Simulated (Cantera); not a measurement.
A Cantera script and its output.

```python
import numpy as np
import cantera as ct

gas = ct.Solution("SiF4_NH3_mec.yaml", "gas")
gas.TPX = 2125, 1333, {'NH3': 1, 'N2': 29}
inlet = ct.Reservoir(gas, clone=True)

reactor = ct.IdealGasConstPressureReactor(gas, energy="off", clone=False)
exhaust = ct.Reservoir(gas, clone=True)
tau = [0.37, 0.2, 0.11, 0.062, 0.034, 0.019, 0.01, 0.0057][0]
for a, b in ((inlet, reactor), (reactor, exhaust)):
    ct.MassFlowController(a, b, mdot=lambda t: reactor.mass / tau)
net = ct.ReactorNet([reactor])
show = ['NH3', 'H2', 'N2', 'N', 'H', 'NH2', 'N2H4']

rows = []
print(f"{'tau/s':>10s}{'T/K':>9s}" + "".join(f"{s:>11s}" for s in show))
for tau in [0.37, 0.2, 0.11, 0.062, 0.034, 0.019, 0.01, 0.0057]:
    net.initial_time = 0.0
    net.advance(30 * tau)
    before = gas.X
    net.advance(40 * tau)
    drift = np.max(np.abs(gas.X - before) / (gas.X + 1e-9))
    rows.append([gas.T, *gas[show].X, drift])
    print(f"{tau:10.3e}{gas.T:9.1f}" + "".join(f"{x:11.3e}" for x in gas[show].X))
```

Result:

```
     tau/s      T/K        NH3         H2         N2          N          H        NH2       N2H4
 3.700e-01   2125.0  1.651e-02  2.415e-02  9.590e-01  3.920e-06  1.113e-04  2.185e-04  1.137e-10
 2.000e-01   2125.0  2.099e-02  1.759e-02  9.610e-01  3.490e-06  8.403e-05  2.806e-04  1.874e-10
 1.100e-01   2125.0  2.489e-02  1.188e-02  9.628e-01  2.764e-06  6.171e-05  3.471e-04  2.868e-10
 6.200e-02   2125.0  2.793e-02  7.410e-03  9.642e-01  1.865e-06  4.334e-05  4.115e-04  4.032e-10
 3.400e-02   2125.0  3.036e-02  3.847e-03  9.653e-01  9.284e-07  2.605e-05  4.597e-04  5.030e-10
 1.900e-02   2125.0  3.197e-02  1.547e-03  9.660e-01  3.090e-07  1.207e-05  4.379e-04  4.564e-10
 1.000e-02   2125.0  3.284e-02  4.117e-04  9.664e-01  6.891e-08  4.013e-06  3.044e-04  2.205e-10
 5.700e-03   2125.0  3.311e-02  1.403e-04  9.666e-01  2.497e-08  2.014e-06  1.843e-04  8.081e-11
```

Computed with Cantera and the gas-phase N/H chemistry of the illustrative SiF4/NH3 mechanism in the Surface Chemkin manual (1991). Walls and surfaces, which speed up NH3 decomposition in real reactors, are not modelled.
